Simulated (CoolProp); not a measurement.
A single-stage vapour-compression cycle with R115: evaporating at 282.15 K (dew point), condensing at 332.15 K (bubble point), superheat 5 K, subcooling 0 K, compressor efficiency 0.9, no pressure losses. Each further row changes one setting.

Values from CoolProp's reference Helmholtz-energy equation of state, Lemmon 2016.

```tsv
case	cooling COP	pressure ratio	discharge temperature (K)	refrigerating effect (kJ/kg)	volumetric capacity (kJ/m³)
as stated	2.85	3.48	333.6	49.5	2150
evaporating temperature 287.15 K	3.40	3.01	…	52.1	…
condensing temperature 327.15 K	3.50	3.12	328.4	…	2440
subcooling 5 K	3.24	3.48	333.6	56.4	…
superheat 15 K	3.07	3.48	341.5	…	…
compressor efficiency 0.8	2.53	3.48	335.3	49.5	2150
```

Problem. Fill in the missing entries.

Solution. 
- evaporating temperature 287.15 K, discharge temperature (K): 334.0
- evaporating temperature 287.15 K, volumetric capacity (kJ/m³): 2620
- condensing temperature 327.15 K, refrigerating effect (kJ/kg): 56.1
- subcooling 5 K, volumetric capacity (kJ/m³): 2450
- superheat 15 K, refrigerating effect (kJ/kg): 57.3
- superheat 15 K, volumetric capacity (kJ/m³): 2360
